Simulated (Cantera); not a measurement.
# Equilibrium for chlorosilane synthesis and conversion: SiCl4 + H2

Input: 1 mol SiCl4, 1.2 mol H2, held at 1.00 bar.

Method: chemical equilibrium by Gibbs-energy minimisation in Cantera with the NASA 1993 tables (ideal gas, pure condensed phases). Candidate condensed phases: Si; 19 gas species. The tables' values for SiCl3 are old estimates; treat these amounts as uncertain. Equilibrium is a limit: real reactors are often held back by kinetics, nucleation or transport.

From 477 °C to 877 °C nothing is condensed. The main Si-bearing gas is SiCl4 throughout.

```csv
T (°C),log p H2,log p SiCl4,log p HCl,log p SiHCl3,log p SiCl3,log p SiCl2,log p SiH2Cl2,log p SiH3Cl
477,-0.27,-0.35,-1.98,-1.98,-5.48,-8.33,-4.75,-8.17
527,-0.28,-0.36,-1.84,-1.84,-4.86,-7.32,-4.41,-7.63
577,-0.28,-0.36,-1.71,-1.71,-4.32,-6.43,-4.12,-7.15
627,-0.28,-0.37,-1.60,-1.60,-3.84,-5.64,-3.86,-6.73
677,-0.29,-0.37,-1.49,-1.51,-3.42,-4.93,-3.63,-6.36
727,-0.30,-0.38,-1.40,-1.42,-3.04,-4.31,-3.43,-6.04
777,-0.30,-0.39,-1.32,-1.35,-2.70,-3.75,-3.26,-5.75
827,-0.31,-0.40,-1.24,-1.30,-2.40,-3.25,-3.12,-5.51
877,-0.32,-0.41,-1.17,-1.26,-2.13,-2.81,-3.00,-5.32
```
log p: log10 of the partial pressure in bar; nothing condenses.
